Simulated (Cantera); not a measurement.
An isothermal, constant-pressure homogeneous reactor starts with H2 : O2 : N2 = 1 : 1 : 1.3 (molar parts), equivalence ratio 0.50, at 825 K and 0.987 atm. Integrator tolerance rtol = 1e-08.

Computed with Cantera and GRI-Mech 3.0 (53 species, 325 reactions). Below about 950 K walls govern HO2 and H2O2 in real vessels. The temperature is held fixed by assumption; the heat of reaction is taken as removed at once.

Question: What does this change do: H2 1 to 0.2 parts?

Answer: 
```
quantity                                            before                                     after
----------------  ----------------------------------------  ----------------------------------------
x(H2) at 90.0 s      0.0135 (gas-phase equilibrium <1e-12)    0.00181 (gas-phase equilibrium <1e-12)
x(O2) at 90.0 s        0.184 (gas-phase equilibrium 0.179)       0.376 (gas-phase equilibrium 0.375)
x(H2O) at 90.0 s       0.341 (gas-phase equilibrium 0.357)     0.0814 (gas-phase equilibrium 0.0833)
x(N2O) at 90.0 s  3.34e-9 (gas-phase equilibrium 1.71e-10)  4.19e-9 (gas-phase equilibrium 2.89e-10)
x(OH) at 90.0 s    4.21e-9 (gas-phase equilibrium 3.33e-9)   3.70e-9 (gas-phase equilibrium 1.93e-9)
x(NO) at 90.0 s     <1e-12 (gas-phase equilibrium 2.16e-6)    <1e-12 (gas-phase equilibrium 3.39e-6)
x(O) at 90.0 s     7.39e-10 (gas-phase equilibrium <1e-12)    1.26e-9 (gas-phase equilibrium <1e-12)
```

Question: What does this change do: pressure from 0.987 atm to 0.395 atm?

Answer: 
| quantity | before | after |
|---|---|---|
| x(H2) at 90.0 s | 0.0135 (gas-phase equilibrium <1e-12) | 0.0863 (gas-phase equilibrium <1e-12) |
| x(O2) at 90.0 s | 0.184 (gas-phase equilibrium 0.179) | 0.214 (gas-phase equilibrium 0.179) |
| x(H2O) at 90.0 s | 0.341 (gas-phase equilibrium 0.357) | 0.255 (gas-phase equilibrium 0.357) |
| x(N2O) at 90.0 s | 3.34e-9 (gas-phase equilibrium 1.71e-10) | 1.60e-9 (gas-phase equilibrium 1.08e-10) |
| x(OH) at 90.0 s | 4.21e-9 (gas-phase equilibrium 3.33e-9) | 5.18e-9 (gas-phase equilibrium 4.18e-9) |
| x(NO) at 90.0 s | <1e-12 (gas-phase equilibrium 2.16e-6) | <1e-12 (gas-phase equilibrium 2.16e-6) |
| x(O) at 90.0 s | 7.39e-10 (gas-phase equilibrium <1e-12) | 3.12e-9 (gas-phase equilibrium <1e-12) |
